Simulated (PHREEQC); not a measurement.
Make-up at 30 °C: 0.011 mol/kgw CaSO4 and 3.7e-05 mol/kgw CO2. Closed to the air; pH follows from the charge balance.

The numbers come from PHREEQC with the ion-association model, wateq4f.dat.

This is a speciation only: nothing precipitates in the calculation.

Q: Predict the pH.

A: pH 5.48.

Q: In which forms is C present?

A: CO2 85 %, HCO3- 14 %, CaHCO3+ 0.8 % of the C.

Complexes and solids missing from the database can't appear.
